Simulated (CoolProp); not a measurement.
Vapour-liquid equilibrium of CH2F2 (R32) (1) + R236FA (2) at 198.2 K; x and y are mole fractions of (1).

The numbers come from the multi-fluid Helmholtz-energy mixture model, Tillner-Roth 1997 and Pan 2012; pair parameters Bell 2016 in CoolProp.

| x | bubble pressure (kPa) | y at the bubble point | dew pressure at overall composition x (kPa) | liquid density (mol/L) |
|---|---|---|---|---|
| 0.05 | 2.605 | 0.602 | 1.144 | ? |
| 0.2 | 7.183 | 0.878 | 1.350 | 12.39 |
| 0.35 | 11.41 | ? | 1.646 | 13.75 |
| 0.5 | ? | 0.961 | ? | 15.38 |
| 0.65 | ? | 0.976 | 2.930 | 17.39 |
| 0.8 | 21.67 | 0.987 | 4.806 | 19.92 |
| 0.95 | 25.05 | ? | 13.23 | 23.19 |

**Question.** Fill in the missing entries.

**Answer.** 
- 0.05, liquid density (mol/L): 11.25
- 0.35, y at the bubble point: 0.936
- 0.5, bubble pressure (kPa): 15.14
- 0.5, dew pressure at overall composition x (kPa): 2.108
- 0.65, bubble pressure (kPa): 18.47
- 0.95, y at the bubble point: 0.997

No azeotrope shows between x = 0.05 and 0.95.

Pair parameters are fitted to limited data, so mixtures are less certain than the pure fluids.
